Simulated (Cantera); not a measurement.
Equilibrium for titanium nitride, carbide and oxide coatings: Ti(OiPr)4 + O2

Feed: 1 mol Ti(OiPr)4, 9.2 mol O2, at 4.70 mbar.

Equilibrium computed with Cantera from the NASA thermochemical tables; the gas is ideal and each condensed phase is pure. Candidate condensed phases: C, C6H6, C7H8, C8H18, H2O, Ti, TiC, TiO, TiO2, Ti2O3, Ti3O5, Ti4O7; 113 gas species. The feed counts by its element totals alone. Rates play no part.

| T (K) | log p CO | log p H2 | log p H2O | log p CO2 | log p H | n TiO2(rutile) |
|---|---|---|---|---|---|---|
| 1448 | -2.77 | -2.82 | -2.99 | -3.31 | -6.45 | 1.00 |
| 1498 | -2.77 | -2.83 | -2.98 | -3.33 | -6.18 | 1.00 |
| 1548 | -2.76 | -2.84 | -2.97 | -3.35 | -5.93 | 1.00 |
| 1598 | -2.76 | -2.84 | -2.96 | -3.36 | -5.69 | 1.00 |
| 1648 | -2.76 | -2.84 | -2.96 | -3.38 | -5.47 | 1.00 |
| 1698 | -2.75 | -2.85 | -2.95 | -3.39 | -5.26 | 1.000 |
| 1748 | -2.75 | -2.85 | -2.95 | -3.40 | -5.07 | 1.000 |
| 1798 | -2.75 | -2.86 | -2.95 | -3.42 | -4.88 | 1.000 |
| 1848 | -2.75 | -2.86 | -2.94 | -3.43 | -4.71 | 1.000 |
| 1898 | -2.74 | -2.87 | -2.94 | -3.44 | -4.54 | 1.000 |
| 1948 | -2.74 | -2.87 | -2.94 | -3.45 | -4.38 | 1.000 |
| 1998 | -2.74 | -2.88 | -2.94 | -3.46 | -4.23 | 0.999 |
| 2048 | -2.74 | -2.88 | -2.94 | -3.47 | -4.09 | 0.997 |
log p: log10 of the partial pressure in bar; n: condensed amount in mol.

From 1448 K to 2048 K the condensed part is TiO2(rutile).
